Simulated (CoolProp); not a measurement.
A single-stage vapour-compression cycle with the fluid: evaporating at 291.15 K (dew point), condensing at 313.15 K (bubble point), superheat 10 K, subcooling 0 K, compressor efficiency 0.6, no pressure losses. The same conditions are run with several fluids, on thermodynamics alone (safety and materials aside).

The numbers come from the reference Helmholtz-energy equation of state of each fluid (R1132(E): Akasaka 2024; R407C: Lemmon 2003; R141b: Lemmon 2006; R507A: Lemmon 2003; trans-2-butene: Lemmon 2005; methanol: de Reuck 1993) in CoolProp. Blends and air are pseudo-pure fits.

```tsv
fluid	cooling COP	pressure ratio	discharge temperature (K)	refrigerating effect (kJ/kg)	volumetric capacity (kJ/m³)
R1132(E)	6.47	1.74	340.2	195	?
R407C	5.32	?	345.9	167	5560
R141b	7.43	2.21	338.6	212	609
R507A	?	?	331.2	121	?
trans-2-butene	7.31	1.97	333.5	353	1560
methanol	7.26	?	?	1150	173
```

Question: Complete the blanks.

Answer: 
- R1132(E), volumetric capacity (kJ/m³): 8360
- R407C, pressure ratio: 2.11
- R507A, cooling COP: 6.35
- R507A, pressure ratio: 1.76
- R507A, volumetric capacity (kJ/m³): 6290
- methanol, pressure ratio: 3.04
- methanol, discharge temperature (K): 403.9
